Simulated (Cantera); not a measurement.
Cantera run:

```python
import numpy as np
import cantera as ct

gas_names = [...]  # 95 gases of nasa_gas.yaml made of C, F, H
cond_names = """
    C(gr) C6H6(L) C7H8(L) C8H18(L),n-octa
""".split()


# ... load() reads the species with a 1 bar reference pressure and builds the phases ...
atoms = {
    'CH2F2': {'C': 1, 'H': 2, 'F': 2},
    'CH4': {'C': 1, 'H': 4},
    'H2': {'H': 2},
}
top_T = {'C(gr)': 4500}  # K; cautious upper limits of use, not melting points


# ... equilibrate(T, P, feed) seeds the gas with the atoms and calls Mixture.equilibrate('TP', solver="vcs", rtol=1e-11, max_steps=5000) ...
results = []
feed = {'CH2F2': 1, 'CH4': 1.2, 'H2': 0.79}  # mol
P = 110  # Pa
for T in [750, 900, 1050, 1200, 1350, 1500, 1650, 1800, 1950, 2100, 2250]:
    mix = equilibrate(T, P, feed)
    results.append((T, P, feed, dict(zip(mix.species_names, mix.species_moles))))
    x = sorted(zip(gas.X, gas.species_names), reverse=True)
    print(f"T = {T:g} K  P = {P:g} Pa  gas = {mix.phase_moles(0):.4g} mol")
    print("   x: " + "  ".join(f"{s} {v:.3e}" for v, s in x if v > 1e-06))
    print("   condensed (mol): " + ("  ".join(f"{mix.phase(i).name} {mix.phase_moles(i):.4g}"
          for i in range(1, mix.n_phases) if mix.phase_moles(i) > 1e-12) or "none"))
```

It prints:

```
T = 750 K  P = 110 Pa  gas = 5.183 mol
   x: H2 6.128e-01  HF 3.859e-01  CH4 1.319e-03
   condensed (mol): C(gr) 2.193
T = 900 K  P = 110 Pa  gas = 5.189 mol
   x: H2 6.145e-01  HF 3.854e-01  CH4 1.296e-04
   condensed (mol): C(gr) 2.199
T = 1050 K  P = 110 Pa  gas = 5.19 mol
   x: H2 6.146e-01  HF 3.854e-01  CH4 2.379e-05
   condensed (mol): C(gr) 2.2
T = 1200 K  P = 110 Pa  gas = 5.19 mol
   x: H2 6.146e-01  HF 3.854e-01  CH4 6.564e-06  H 4.665e-06
   condensed (mol): C(gr) 2.2
T = 1350 K  P = 110 Pa  gas = 5.19 mol
   x: H2 6.146e-01  HF 3.853e-01  H 5.633e-05  CH4 2.395e-06
   condensed (mol): C(gr) 2.2
T = 1500 K  P = 110 Pa  gas = 5.191 mol
   x: H2 6.143e-01  HF 3.853e-01  H 4.160e-04  C2H2,acetylene 5.544e-06  CH4 1.067e-06
   condensed (mol): C(gr) 2.2
T = 1650 K  P = 110 Pa  gas = 5.196 mol
   x: H2 6.129e-01  HF 3.849e-01  H 2.144e-03  C2H2,acetylene 2.796e-05
   condensed (mol): C(gr) 2.2
T = 1800 K  P = 110 Pa  gas = 5.212 mol
   x: H2 6.077e-01  HF 3.837e-01  H 8.416e-03  C2H2,acetylene 1.066e-04
   condensed (mol): C(gr) 2.199
T = 1950 K  P = 110 Pa  gas = 5.26 mol
   x: H2 5.928e-01  HF 3.802e-01  H 2.661e-02  C2H2,acetylene 3.240e-04  F 5.698e-06
   condensed (mol): C(gr) 2.197
T = 2100 K  P = 110 Pa  gas = 5.379 mol
   x: H2 5.572e-01  HF 3.718e-01  H 7.013e-02  C2H2,acetylene 8.049e-04  F 2.833e-05  C2H 2.620e-06
   condensed (mol): C(gr) 2.191
T = 2250 K  P = 110 Pa  gas = 5.63 mol
   x: H2 4.869e-01  HF 3.551e-01  H 1.562e-01  C2H2,acetylene 1.630e-03  F 1.156e-04  C2H 2.075e-05  C3 5.908e-06  C 3.312e-06  C4H2 2.228e-06  CF 1.596e-06
   condensed (mol): C(gr) 2.181
```

Cantera equilibrium calculation (NASA polynomials, part measured and part estimated; ideal gas, pure solids and liquids).
